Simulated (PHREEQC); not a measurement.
Consider water at 20 °C with 4.1 mmol/kgw HF, 1.1 mmol/kgw H2SiF6, 4.4 mmol/kgw H3BO3 and 0.17 mmol/kgw HCl. Closed to the air; pH follows from the charge balance.

All values are PHREEQC results (ion-association model, phreeqc.dat), not measurements.

```tsv
quantity	before	after
pH	2.52	2.00
ionic strength (mol/kgw)	0.00395	0.0158
HF (mol/kgw)	0.00186	0.00304
BF4- (mol/kgw)	0.000808	0.00149
F- (mol/kgw)	0.000482	0.000251
```

**Question.** Name the change that produced these shifts.
A) H2SiF6 from 0.0011 to 0.0055 mol/kgw
B) H2SiF6 replaced by NH4BF4 at the same molality
C) HF replaced by Cu(BF4)2 at the same molality
D) HCl from 0.00017 to 3.4e-05 mol/kgw
E) H2SiF6 from 0.0011 to 0.00121 mol/kgw

**Answer.** A, H2SiF6 from 0.0011 to 0.0055 mol/kgw

No solid was allowed to form. Some of these states are supersaturated (in Quartz (slow to form), Chalcedony (slow to form), for instance). SiF6-2 is the database's only silicon fluoride. Real BF4- forms and hydrolyses slowly; the run takes it at equilibrium.
